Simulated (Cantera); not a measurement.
**Adiabatic ignition**

An adiabatic, constant-pressure homogeneous reactor starts with 29.3 % H2, 7.33 % O2, 63.0 % N2, 0.322 % H2O, equivalence ratio 2.0, at 1273 K and 1.00 bar.

Model: GRI-Mech 3.0 (53 species, 325 reactions), integrated in Cantera.

```
t (s)     T (K)   x H2      x O2    x N2O     x NO    x H2O2
--------  -----  -----  --------  -------  -------  --------
3.00e-6    1273  0.293    0.0733   <1e-12   <1e-12  8.09e-11
1.19e-5    1273  0.293    0.0733   <1e-12   <1e-12   1.53e-9
4.75e-5    1296  0.275    0.0662  1.36e-9  9.18e-9   5.62e-7
0.000189   2065  0.141  0.000365  5.03e-9  1.93e-5   6.09e-8
0.000754   2242  0.152   4.13e-5  3.34e-9  2.76e-5   1.00e-8
0.00300    2293  0.156   6.25e-6  3.04e-9  3.18e-5   2.02e-9
0.0119     2298  0.156   4.49e-6  3.05e-9  3.75e-5   1.50e-9
0.0475     2298  0.156   4.48e-6  3.24e-9  5.32e-5   1.50e-9
0.189      2298  0.156   4.48e-6  3.45e-9  6.67e-5   1.49e-9
0.754      2298  0.156   4.48e-6  3.46e-9  6.71e-5   1.49e-9
3.00       2298  0.156   4.48e-6  3.46e-9  6.71e-5   1.49e-9
```
x: mole fraction; the columns are a selection and need not sum to one.

```json
{
 "time_of_steepest_temperature_rise": "55.8 µs",
 "temperature at 3.00 s": "2298 K",
 "equilibrium_temperature": "2298 K",
 "x(H2) at 3.00 s": "0.156 (gas-phase equilibrium 0.156)",
 "x(O2) at 3.00 s": "4.48e-6 (gas-phase equilibrium 4.48e-6)",
 "x(N2O) at 3.00 s": "3.46e-9 (gas-phase equilibrium 3.46e-9)"
}
```
